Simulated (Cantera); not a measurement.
Charge: 1 mol PbO, 0.14 mol CO, 0.13 mol N2, equilibrated at 1150 °C and 110 Pa.

Method: chemical equilibrium by Gibbs-energy minimisation in Cantera with the NASA 1993 tables (ideal gas, pure condensed phases). Candidate condensed phases: C, Pb, PbO, PbO2, Pb3O4; 27 gas species. Gases not in the tables: (PbO)n polymers. The numbers say what is thermodynamically allowed, not how fast it happens.

Base state: PbO 0.541, Pb 0.207, CO2 0.105, N2 0.0971, O2 0.0509, NO 0.000142, CO 2.03e-5 (mole fractions); condensed: gas only.

**Question.** What changes in the equilibrium state with this change: CO from 0.14 to 0.07 mol?

**Answer.** 
```
species    before     after
-------  --------  --------
PbO         0.541     0.584
Pb          0.207     0.192
N2         0.0971     0.101
CO2         0.105    0.0543
O2         0.0509    0.0688
CO        2.03e-5   9.07e-6
NO       0.000142  0.000169
O         9.18e-6   1.07e-5
```
